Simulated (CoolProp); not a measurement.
Vapour-liquid equilibrium of n-heptane (1) + p-xylene (2) at 428.3 K; x and y are mole fractions of (1).

The numbers come from the multi-fluid Helmholtz-energy mixture model, Span 2003 and Zhou 2012; pair parameters Bell 2016 in CoolProp.

### Question
Give the bubble pressure and the first vapour's composition at x = 0.25, 0.35, 0.95. Is there an azeotrope?

### Answer
x = 0.25: 233.2 kPa, y = 0.474; x = 0.35: 260.1 kPa, y = 0.581; x = 0.95: 405.2 kPa, y = 0.974. No azeotrope shows between x = 0.05 and 0.95.

Pair parameters are fitted to limited data, so mixtures are less certain than the pure fluids.
